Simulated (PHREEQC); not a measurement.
## Nickel, zinc or cadmium bath

Solution (43 °C): 1.62 mmol/kgw NiCl2, 0.38 mmol/kgw KCl and 11.2 mmol/kgw HCl. Closed to the air; pH follows from the charge balance.

Model: ion-association model, wateq4f.dat, run in PHREEQC.

This is a speciation only: nothing precipitates in the calculation.

Q: Estimate the pH.

A: pH 2.00.

Q: In which forms is Ni present?

A: Ni+2 98 %, NiCl+ 2.1 % of the Ni.

At this temperature some constants are extrapolated from 25 °C, and those without enthalpy data are left unchanged.
